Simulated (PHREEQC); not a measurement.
## Brackish or sea water (model solution)

A made-up water analysis in mg/L, 25 °C, pH 6.67, pe -0.8:

| constituent | mg/L |
|---|---|
| Na | 2410 |
| K | 596 |
| Ca | 41.7 |
| Mg | 127 |
| Cl | 4660 |
| S(6) as SO4 | 196 |
| Alkalinity as HCO3 | 1.59e-05 |
| Br | 3.51 |

Valence states are taken as typed.

The numbers come from PHREEQC with the ion-association model, phreeqc.dat.

This is a speciation only: nothing precipitates in the calculation.

Question: Predict the specific conductance, charge-balance error, density.

Answer: specific conductance 14000 µS/cm; charge-balance error -1.1 %; density 1.003 g/cm³.

Question: In which forms is S present?

Answer: SO4-2 73 %, NaSO4- 13 %, MgSO4 10 %, KSO4- 2.5 %, CaSO4 1.5 % of the S.

Species that the database lacks are ignored.
